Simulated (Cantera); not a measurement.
Feed: 1 mol CuO, 1.2 mol C, 0.55 mol CO, equilibrated at 76.0 Pa.

These are equilibrium values from Cantera (NASA tables, ideal gas, pure condensed phases), not measurements of a reactor. Candidate condensed phases: C, Cu, CuO, Cu2O; 15 gas species. The numbers say what is thermodynamically allowed, not how fast it happens.

Question: What share of the Cu ends up in condensed phases as a function of T (K), at 998, 1148, 1298, 1448, 1598, 1748, 1898?

Answer: 
```tsv
T (K)	Cu condensed (%)	as
998	100.0	Cu(s)
1148	100.0	Cu(s)
1298	100.0	Cu(s)
1448	99.3	Cu(l)
1598	91.7	Cu(l)
1748	3.2	Cu(l)
1898	0.0	-
```
